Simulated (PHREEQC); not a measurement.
Solution (26 °C): 1.2 mmol/kgw NaH2PO4, 4.84 mmol/kgw K2HPO4 and 0.0059 mmol/kgw H4SiO4. Closed to the air; pH follows from the charge balance.

Model: ion-association model, wateq4f.dat, run in PHREEQC.

### Question
The ionic strength comes out as 0.0156 mol/kgw. What activity coefficients do K+, NaHPO4-, HPO4-2, H2PO4-, KHPO4- get?

### Answer
K+ 0.88, NaHPO4- 0.89, HPO4-2 0.61, H2PO4- 0.89, KHPO4- 0.89.

No solid was allowed to form. Species that the database lacks are ignored. H3PO4, which wateq4f.dat lacks, is added to it with the constant of phreeqc.dat.
